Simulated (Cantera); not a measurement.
A perfectly stirred reactor is fed with 5.27 % CH₄, 19.9 % O₂, 74.9 % N₂, at 0.296 atm; it is adiabatic with a 450 K inlet, and is followed from long to short residence time, starting on the burning branch (τ in s: 0.031, 0.019, 0.012, 0.0072, 0.0044, 0.0027, 0.0017, 0.001, 0.00063, 0.00039, 0.00024, 0.00015, 9e-05).

Computed with Cantera and GRI-Mech 3.0 (53 species, 325 reactions).

**Question.** Predict: blow-out, bracketed by the residence times tried; x(CH₄) at τ = 31.0 ms; x(O₂) at τ = 31.0 ms; x(H₂O) at τ = 31.0 ms; x(OH) at τ = 31.0 ms; x(CH₄) at τ = 1.70 ms; x(O₂) at τ = 1.70 ms; x(H₂O) at τ = 1.70 ms; x(OH) at τ = 1.70 ms; x(C₂H₂) at τ = 1.70 ms.

**Answer.** 
```json
{
  "blow_out_bracketed_by_the_residence_times_tried": "burning at 0.630 ms, out at 0.390 ms",
  "x(CH₄) at τ = 31.0 ms": "4.31e-5",
  "x(O₂) at τ = 31.0 ms": "0.0932",
  "x(H₂O) at τ = 31.0 ms": "0.103",
  "x(OH) at τ = 31.0 ms": "0.00232",
  "x(CH₄) at τ = 1.70 ms": "0.000404",
  "x(O₂) at τ = 1.70 ms": "0.0972",
  "x(H₂O) at τ = 1.70 ms": "0.0981",
  "x(OH) at τ = 1.70 ms": "0.00345",
  "x(C₂H₂) at τ = 1.70 ms": "4.31e-9"
}
```
